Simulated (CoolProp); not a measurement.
Saturated liquid density (kg/m³) of octamethyltrisiloxane (MDM): the reference equation beside estimates from Tc = 292.2 °C, pc = 1438 kPa, ω = 0.528.

Computed with CoolProp (reference Helmholtz-energy equation of state, Thol 2017).

```csv
T (°C),reference,van der Waals,Peng-Robinson
138.25,692.7,402.6,714.9
150.35,677.8,[?],699.2
162.45,662.4,385.6,682.4
174.55,646.3,376.4,664.0
186.65,629.4,[?],[?]
198.85,[?],356.3,622.1
210.95,592.2,345.3,598.0
223.05,571.5,[?],571.2
235.15,548.8,320.3,[?]
```

**Question.** Some entries are withheld; supply them.

**Answer.** 
- 150.35, van der Waals: 394.3
- 186.65, van der Waals: 366.7
- 186.65, Peng-Robinson: 644.1
- 198.85, reference: 611.3
- 223.05, van der Waals: 333.3
- 235.15, Peng-Robinson: 541.1

Absolute difference from the reference over all 9 rows, mean and median: van der Waals 41.7 and 41.7 %, Peng-Robinson 2.1 and 2.3 %.
